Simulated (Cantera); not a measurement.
An adiabatic, constant-volume homogeneous reactor starts with H₂ : O₂ : N₂ : H₂O = 1 : 0.238 : 0.895 : 0.053 (molar parts), equivalence ratio 2.1, at 1700 K and 140000 Pa. Integrator tolerance rtol = 1e-08.

Cantera simulation using GRI-Mech 3.0 (53 species, 325 reactions); the numbers are that mechanism's predictions, not measurements.

Task: What does this change do: H2O 0.053 to 0.15 parts?

Result: 
| quantity | before | after |
|---|---|---|
| time of steepest temperature rise | 5.85 µs | 6.13 µs |
| temperature at 3.00 s | 2984 K | 2937 K |
| equilibrium temperature | 2984 K | 2937 K |
| x(H₂) at 3.00 s | 0.248 (gas-phase equilibrium 0.248) | 0.240 (gas-phase equilibrium 0.240) |
| x(O₂) at 3.00 s | 0.000754 (gas-phase equilibrium 0.000754) | 0.000777 (gas-phase equilibrium 0.000777) |
| x(H₂O) at 3.00 s | 0.240 (gas-phase equilibrium 0.240) | 0.275 (gas-phase equilibrium 0.275) |
| x(NO₂) at 3.00 s | 1.11e-7 (gas-phase equilibrium 1.11e-7) | 1.08e-7 (gas-phase equilibrium 1.08e-7) |
| x(HO₂) at 3.00 s | 1.15e-6 (gas-phase equilibrium 1.15e-6) | 1.15e-6 (gas-phase equilibrium 1.15e-6) |

Task: What does this change do: H2 1 to 1.3 parts?

Result: 
| quantity | before | after |
|---|---|---|
| time of steepest temperature rise | 5.85 µs | 6.27 µs |
| temperature at 3.00 s | 2984 K | 2903 K |
| equilibrium temperature | 2984 K | 2903 K |
| x(H₂) at 3.00 s | 0.248 (gas-phase equilibrium 0.248) | 0.340 (gas-phase equilibrium 0.340) |
| x(O₂) at 3.00 s | 0.000754 (gas-phase equilibrium 0.000754) | 0.000191 (gas-phase equilibrium 0.000191) |
| x(H₂O) at 3.00 s | 0.240 (gas-phase equilibrium 0.240) | 0.218 (gas-phase equilibrium 0.218) |
| x(NO₂) at 3.00 s | 1.11e-7 (gas-phase equilibrium 1.11e-7) | 2.50e-8 (gas-phase equilibrium 2.50e-8) |
| x(HO₂) at 3.00 s | 1.15e-6 (gas-phase equilibrium 1.15e-6) | 3.33e-7 (gas-phase equilibrium 3.33e-7) |
